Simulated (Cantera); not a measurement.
Equilibrium for aluminium nitride and oxide growth: Al + N₂O + N₂

Input: 1 mol Al, 9.6 mol N₂O, 320 mol N₂, held at 16.0 Pa.

Cantera equilibrium calculation (NASA polynomials, part measured and part estimated; ideal gas, pure solids and liquids). Candidate condensed phases: Al, AlN, Al₂O₃; 16 gas species. The numbers say what is thermodynamically allowed, not how fast it happens.

```csv
T (K),x N₂,x O₂,x O,x NO,x AlO,n Al₂O₃(s)
823,0.988,0.0121,2.00e-12,7.92e-7,<1e-12,0.500
923,0.988,0.0121,1.09e-10,3.37e-6,<1e-12,0.500
1023,0.988,0.0121,2.71e-9,1.08e-5,<1e-12,0.500
1123,0.988,0.0121,3.83e-8,2.81e-5,<1e-12,0.500
1223,0.988,0.0121,3.51e-7,6.25e-5,<1e-12,0.500
1323,0.988,0.0121,2.31e-6,0.000123,<1e-12,0.500
1423,0.988,0.0120,1.17e-5,0.000220,<1e-12,0.500
1523,0.988,0.0119,4.76e-5,0.000365,<1e-12,0.500
1623,0.987,0.0118,0.000163,0.000566,2.23e-12,0.500
1723,0.987,0.0115,0.000482,0.000828,1.01e-10,0.500
1823,0.987,0.0109,0.00125,0.00115,3.01e-9,0.500
1923,0.986,0.00995,0.00285,0.00150,6.36e-8,0.500
2023,0.984,0.00832,0.00575,0.00181,1.01e-6,0.500
2123,0.982,0.00607,0.0100,0.00200,1.29e-5,0.497
```
x: gas mole fraction; n: condensed amount in mol.

From 823 K to 2123 K the condensed part is Al₂O₃(s).
